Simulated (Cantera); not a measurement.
An isothermal, constant-pressure homogeneous reactor starts with C₂H₆ : N₂ = 1 : 27 (molar parts), at 1200 K and 20.0 Torr.

Model: GRI-Mech 3.0 (53 species, 325 reactions), integrated in Cantera. GRI-Mech 3.0 stops at C3 and has no aromatics, soot or wall deposition, so with more carbon than oxygen in the feed, carbon stays in small species such as C2H2 where larger ones or solid carbon would form. Radical loss at walls, strong at low pressure, is not modelled.

**Question.** Predict: x(C₂H₆) at 10.0 s; x(C₂H₂) at 10.0 s; x(CH₄) at 10.0 s; x(C₂H₄) at 10.0 s; x(HCN) at 10.0 s; x(H₂) at 10.0 s.

**Answer.** x(C₂H₆) at 10.0 s: 2.13e-6 (gas-phase equilibrium 6.69e-8)
x(C₂H₂) at 10.0 s: 0.0194 (gas-phase equilibrium 0.0130)
x(CH₄) at 10.0 s: 0.00630 (gas-phase equilibrium 0.00234)
x(C₂H₄) at 10.0 s: 0.0114 (gas-phase equilibrium 0.000262)
x(HCN) at 10.0 s: 1.94e-9 (gas-phase equilibrium 0.0381)
x(H₂) at 10.0 s: 0.0470 (gas-phase equilibrium 0.0631)
